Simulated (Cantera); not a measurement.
A perfectly stirred reactor is fed with 6.28 % C3H8, 19.6 % O2, 74.1 % N2, equivalence ratio 1.6, at 6.60 bar; it is adiabatic with a 498 K inlet, and is followed from long to short residence time, starting on the burning branch (τ in s: 0.17, 0.088, 0.044, 0.022, 0.011, 0.0056, 0.0028, 0.0014, 0.00071, 0.00036, 0.00018, 9e-05, 4.5e-05).

Model: GRI-Mech 3.0 (53 species, 325 reactions), integrated in Cantera. GRI-Mech 3.0 was tuned for natural gas; its chemistry of propane as a main component is partial and can be far from experiment.

Problem. Predict: blow-out, bracketed by the residence times tried; x(C3H8) at τ = 0.170 s; x(O2) at τ = 0.170 s; x(H2O) at τ = 0.170 s; x(CH3) at τ = 0.170 s; x(HCO) at τ = 0.170 s; x(C3H8) at τ = 2.80 ms; x(O2) at τ = 2.80 ms; x(H2O) at τ = 2.80 ms; x(CH3) at τ = 2.80 ms; x(HCO) at τ = 2.80 ms.

Solution. 
```
Item                                                                          Result
------------------------------------------------  ----------------------------------
blow-out, bracketed by the residence times tried  burning at 90.0 µs, out at 45.0 µs
x(C3H8) at τ = 0.170 s                                                       1.51e-7
x(O2) at τ = 0.170 s                                                         3.48e-5
x(H2O) at τ = 0.170 s                                                          0.132
x(CH3) at τ = 0.170 s                                                        3.02e-5
x(HCO) at τ = 0.170 s                                                        7.37e-8
x(C3H8) at τ = 2.80 ms                                                       7.49e-6
x(O2) at τ = 2.80 ms                                                         0.00125
x(H2O) at τ = 2.80 ms                                                          0.141
x(CH3) at τ = 2.80 ms                                                       0.000391
x(HCO) at τ = 2.80 ms                                                        2.79e-7
```
